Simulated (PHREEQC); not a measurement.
Copper plating or etch bath: speciation

Make-up at 35 °C: 0.0079 mol/kgw Cu(NO3)2. It is in equilibrium with CO2 at log p = -2 (atm). Otherwise closed; pH follows from the charge balance.

All values are PHREEQC results (ion-association model, wateq4f.dat), not measurements.

Precipitation was switched off in this run.

What pH does the model give?

pH 4.56.

In which forms is C present?

CO2 94 %, CuHCO3+ 4.4 %, HCO3- 1.9 % of the C.

Species that the database lacks are ignored.
